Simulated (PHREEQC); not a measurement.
A solution holds 4.6 mol NaBr and 9.6e-05 mol H4SiO4 per kg of water, at 25 °C. Closed to the air; pH follows from the charge balance.

All values are PHREEQC results (Pitzer model, pitzer.dat), not measurements.

```csv
quantity,before,after
H3SiO4- (mol/kgw),1.32e-7,9.60e-8
SI of SiO2(a) (SiO2),-0.95,-1.47
```

### Question
What was changed between the two runs?
A) diluted 2-fold with water
B) diluted 5-fold with water
C) temperature from 25 to 20 °C
D) NaBr left out
E) H4SiO4 from 9.6e-05 to 8.64e-05 mol/kgw

### Answer
A, diluted 2-fold with water

No solid was allowed to form. In brines, pH and single-ion activities rest on the MacInnes convention.
